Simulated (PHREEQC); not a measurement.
**Copper plating or etch bath: speciation**

Make-up at 16 °C: 39 mmol/kgw Cu(NO3)2, 2.1 mmol/kgw HBF4 and 5.9 mmol/kgw KCl. Closed to the air; pH follows from the charge balance.

Computed with PHREEQC (ion-association model, phreeqc.dat).

This is a speciation only: nothing precipitates in the calculation.

**Question.** What pH, specific conductance, density does the model give?

**Answer.** pH 2.67; specific conductance 7210 µS/cm; density 1.005 g/cm³.

**Question.** In which forms is F present?

**Answer.** BF4- 51 %, HF 26 %, F- 13 %, BF3OH- 5.2 %, CuF+ 3.1 %, BF2(OH)2- 1.5 % of the F.

Real BF4- forms and hydrolyses slowly; the run takes it at equilibrium.
